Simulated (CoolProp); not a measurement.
Vapour-liquid equilibrium of diethyl ether (1) + n-hexane (2) at 369.5 K; x and y are mole fractions of (1).

Computed with CoolProp (multi-fluid Helmholtz-energy mixture model, Thol 2014 and Thol 2019; pair parameters Bell 2016).

```
x      bubble pressure (MPa)  y at the bubble point  dew pressure at overall composition x (MPa)  liquid density (mol/L)
-----  ---------------------  ---------------------  -------------------------------------------  ----------------------
0.05                  0.2476                  0.131                                       0.2325                   6.847
0.125                 0.2805                  0.282                                       0.2464                   6.938
0.2                   0.3113                  0.397                                       0.2618                   7.033
0.275                 0.3404                  0.490                                       0.2789                   7.132
0.35                  0.3684                  0.569                                       0.2981                   7.234
0.425                 0.3956                  0.637                                       0.3195                   7.340
0.5                   0.4223                  0.698                                       0.3436                   7.450
0.575                 0.4488                  0.753                                       0.3707                   7.565
0.65                  0.4752                  0.803                                       0.4011                   7.683
0.725                 0.5017                  0.850                                       0.4352                   7.806
0.8                   0.5285                  0.894                                       0.4735                   7.933
0.875                 0.5555                  0.936                                       0.5166                   8.065
0.95                  0.5829                  0.975                                       0.5653                   8.201
```

No azeotrope shows between x = 0.05 and 0.95.

The pair parameters rest on a limited set of measurements; away from them the model extrapolates.
